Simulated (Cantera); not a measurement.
An isothermal, constant-pressure homogeneous reactor starts with NO : N₂ = 0.39 : 0.67 (molar parts), at 1750 K and 518 Torr.

Model: GRI-Mech 3.0 (53 species, 325 reactions), integrated in Cantera.

Predict: x(NO) at 200 s; x(O) at 200 s; x(N₂) at 200 s; x(NO₂) at 200 s; x(O₂) at 200 s; x(N₂O) at 200 s.

x(NO) at 200 s: 0.00769 (gas-phase equilibrium 0.00332)
x(O) at 200 s: 3.85e-5 (gas-phase equilibrium 3.87e-5)
x(N₂) at 200 s: 0.812 (gas-phase equilibrium 0.814)
x(NO₂) at 200 s: 1.65e-5 (gas-phase equilibrium 7.16e-6)
x(O₂) at 200 s: 0.180 (gas-phase equilibrium 0.182)
x(N₂O) at 200 s: 1.79e-7 (gas-phase equilibrium 1.62e-7)
